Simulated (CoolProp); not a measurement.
Vapour-liquid equilibrium of R113 (1) + n-heptane (2) at 318.4 K; x and y are mole fractions of (1).

Values from CoolProp's multi-fluid Helmholtz-energy mixture model, Marx 1992 and Span 2003; pair parameters Bell 2016.

Question: Give the bubble pressure and the first vapour's composition at x = 0.125, 0.65, 0.95. Is there an azeotrope?

Answer: x = 0.125: 0.02835 MPa, y = 0.516; x = 0.65: 0.07033 MPa, y = 0.907; x = 0.95: 0.09019 MPa, y = 0.987. No azeotrope shows between x = 0.05 and 0.95.

The pair parameters rest on a limited set of measurements; away from them the model extrapolates.
